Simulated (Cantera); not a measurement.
**Transport properties of process gases**

Gas mixture: 100 % NO, at 10.00 Torr, frozen composition.

Cantera's kinetic-theory transport with the Lennard-Jones parameters of GRI-Mech 3.0, ideal gas; thermal conductivity in the mixture-averaged form. The composition is frozen, though it would react at the higher temperatures.

```json
[
 {"T (K)": "400", "ρ (kg/m³)": "0.0120", "cp (J/kg/K)": "998.6", "μ (µPa s)": "23.1", "λ (mW/m/K)": "32.4", "Pr": "0.712", "D (cm²/s) O": "40.1", "D (cm²/s) CH3": "28.2", "D (cm²/s) C2H2": "21.0"},
 {"T (K)": "600", "ρ (kg/m³)": "0.00802", "cp (J/kg/K)": "1041", "μ (µPa s)": "30.6", "λ (mW/m/K)": "45.1", "Pr": "0.706", "D (cm²/s) O": "79.8", "D (cm²/s) CH3": "56.7", "D (cm²/s) C2H2": "42.7"},
 {"T (K)": "800", "ρ (kg/m³)": "0.00601", "cp (J/kg/K)": "1092", "μ (µPa s)": "37.1", "λ (mW/m/K)": "57.3", "Pr": "0.708", "D (cm²/s) O": "129", "D (cm²/s) CH3": "92.3", "D (cm²/s) C2H2": "69.7"},
 {"T (K)": "1000", "ρ (kg/m³)": "0.00481", "cp (J/kg/K)": "1133", "μ (µPa s)": "42.9", "λ (mW/m/K)": "68.6", "Pr": "0.709", "D (cm²/s) O": "187", "D (cm²/s) CH3": "134", "D (cm²/s) C2H2": "102"},
 {"T (K)": "1200", "ρ (kg/m³)": "0.00401", "cp (J/kg/K)": "1159", "μ (µPa s)": "48.4", "λ (mW/m/K)": "79.3", "Pr": "0.707", "D (cm²/s) O": "254", "D (cm²/s) CH3": "182", "D (cm²/s) C2H2": "138"},
 {"T (K)": "1400", "ρ (kg/m³)": "0.00344", "cp (J/kg/K)": "1181", "μ (µPa s)": "53.4", "λ (mW/m/K)": "89.4", "Pr": "0.706", "D (cm²/s) O": "328", "D (cm²/s) CH3": "235", "D (cm²/s) C2H2": "179"},
 {"T (K)": "1600", "ρ (kg/m³)": "0.00301", "cp (J/kg/K)": "1199", "μ (µPa s)": "58.3", "λ (mW/m/K)": "99.0", "Pr": "0.706", "D (cm²/s) O": "409", "D (cm²/s) CH3": "294", "D (cm²/s) C2H2": "223"}
]
```
D: mixture-averaged diffusion coefficient of that species in the mixture.
